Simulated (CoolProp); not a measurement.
R123 along the isotherm 409.9 K: density (kg/m³) from the reference equation and from simpler models built on Tc = 456.8 K, pc = 3662 kPa, ω = 0.282; each cubic takes its own stable root.

The numbers come from the reference Helmholtz-energy equation of state, Younglove 1994 in CoolProp. It is a modified Benedict-Webb-Rubin equation, recast in Helmholtz form.

| p (kPa) | phase | reference |
|---|---|---|
| 57.9 | gas | 2.619 |
| 85 | gas | 3.860 |
| 125 | gas | 5.709 |
| 183 | gas | 8.428 |
| 269 | gas | 12.55 |
| 394 | gas | 18.74 |
| 579 | gas | 28.40 |
| 850 | gas | 43.83 |
| 1250 | gas | 70.52 |
| 1830 | liquid | 1107 |
| 2690 | liquid | 1121 |
| 3940 | liquid | 1139 |
| 5790 | liquid | 1161 |
| 8500 | liquid | 1188 |
| 12500 | liquid | 1219 |
| 18300 | liquid | 1255 |

Question: How far does each simpler model (van der Waals, Redlich-Kwong, Soave-Redlich-Kwong, Peng-Robinson) lie from the reference over these 16 states: mean and median of the absolute difference, and the worst?

Answer: 
- van der Waals: mean 19.8 %, median 4.9 %, worst -90.2 % at 409.9 K and 1830 kPa
- Redlich-Kwong: mean 11.1 %, median 2.0 %, worst -89.4 % at 409.9 K and 1830 kPa
- Soave-Redlich-Kwong: mean 5.1 %, median 0.9 %, worst -15.0 % at 409.9 K and 1830 kPa
- Peng-Robinson: mean 1.1 %, median 0.4 %, worst +3.7 % at 409.9 K and 18300 kPa

At some of these states van der Waals, Redlich-Kwong gives the other phase, because its saturation line lies elsewhere.
